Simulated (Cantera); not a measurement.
An isothermal, constant-pressure homogeneous reactor starts with H2 : O2 = 0.11 : 1 (molar parts), equivalence ratio 0.055, at 1023 K and 0.825 Torr. Integrator tolerance rtol = 1e-08.

Computed with Cantera and GRI-Mech 3.0 (53 species, 325 reactions). Radical loss at walls, strong at low pressure, is not modelled. The temperature is held fixed by assumption; the heat of reaction is taken as removed at once.

```json
[
 {"quantity": "x(H2) at 1.00 s", "before": "0.00152 (gas-phase equilibrium 5.71e-10)", "after": "5.07e-7 (gas-phase equilibrium 1.64e-10)"},
 {"quantity": "x(O2) at 1.00 s", "before": "0.865 (gas-phase equilibrium 0.896)", "after": "0.896 (gas-phase equilibrium 0.896)"},
 {"quantity": "x(HO2) at 1.00 s", "before": "7.73e-7 (gas-phase equilibrium 7.36e-10)", "after": "9.11e-8 (gas-phase equilibrium 1.37e-9)"},
 {"quantity": "x(H2O) at 1.00 s", "before": "0.0922 (gas-phase equilibrium 0.104)", "after": "0.104 (gas-phase equilibrium 0.104)"},
 {"quantity": "x(H2O2) at 1.00 s", "before": "1.18e-8 (gas-phase equilibrium 1.23e-11)", "after": "2.47e-8 (gas-phase equilibrium 4.28e-11)"},
 {"quantity": "x(OH) at 1.00 s", "before": "0.00230 (gas-phase equilibrium 1.44e-6)", "after": "3.94e-5 (gas-phase equilibrium 7.73e-7)"}
]
```

Q: What was changed between the two runs?
A. temperature 1023 to 1250 K
B. pressure from 0.825 Torr to 10.00 Torr
C. temperature 1023 to 1448 K
D. pressure from 0.825 Torr to 1.28 Torr

A: B, pressure from 0.825 Torr to 10.00 Torr
